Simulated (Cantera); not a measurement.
A perfectly stirred reactor is fed with CH3OH : O2 : N2 = 0.021 : 0.047 : 1 (molar parts), at 6.00 bar; it is held at 1350 K, and followed from long to short residence time.

Detailed kinetics in Cantera: GRI-Mech 3.0 (53 species, 325 reactions). GRI-Mech 3.0 was tuned for natural gas; its chemistry of methanol as a main component is partial and can be far from experiment. The temperature is held fixed by assumption; the heat of reaction is taken as removed at once.

x: mole fraction; the columns are a selection and need not sum to one.

```tsv
τ (s)	x CH3OH	x O2	x CH3	x NO2	x HCO
2.5	1.19e-6	0.0144	2.22e-10	2.20e-8	3.01e-10
1.4	___	0.0144	3.23e-10	___	5.37e-10
0.72	3.33e-6	0.0144	5.00e-10	3.86e-8	1.04e-9
0.38	5.60e-6	0.0145	7.67e-10	4.70e-8	1.97e-9
0.20	9.30e-6	0.0146	1.20e-9	5.16e-8	3.74e-9
0.11	1.46e-5	0.0147	1.89e-9	4.99e-8	6.78e-9
0.057	2.36e-5	0.0149	3.29e-9	4.20e-8	1.30e-8
0.030	3.71e-5	0.0152	6.02e-9	3.14e-8	2.45e-8
0.016	___	0.0157	___	___	___
0.0085	9.09e-5	0.0164	2.16e-8	1.37e-8	8.37e-8
```

Problem. Complete the blanks.

Solution. 
- 1.4, x CH3OH: 1.92e-6
- 1.4, x NO2: 2.91e-8
- 0.016, x CH3OH: 5.74e-5
- 0.016, x CH3: 1.13e-8
- 0.016, x NO2: 2.15e-8
- 0.016, x HCO: 4.54e-8
